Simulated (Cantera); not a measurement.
Charge: 1 mol Si₃N₄, 0.2 mol N₂O, 4.2 mol N₂, equilibrated at 977 °C and 13300 Pa.

Cantera equilibrium calculation (NASA polynomials, part measured and part estimated; ideal gas, pure solids and liquids). Candidate condensed phases: Si, SiO₂, Si₂N₂O, Si₃N₄; 16 gas species. Mutual solubility and eutectic melting of coexisting phases are not modelled. Equilibrium is a limit: real reactors are often held back by kinetics, nucleation or transport.

Task: What is the equilibrium state?

Result: x(N₂): 1.00
n(Si₂N₂O(s)): 0.200 mol
n(Si₃N₄(s)): 0.867 mol
gas amount: 4.467 mol
log10 activity of Si(s) (absent): -4.02
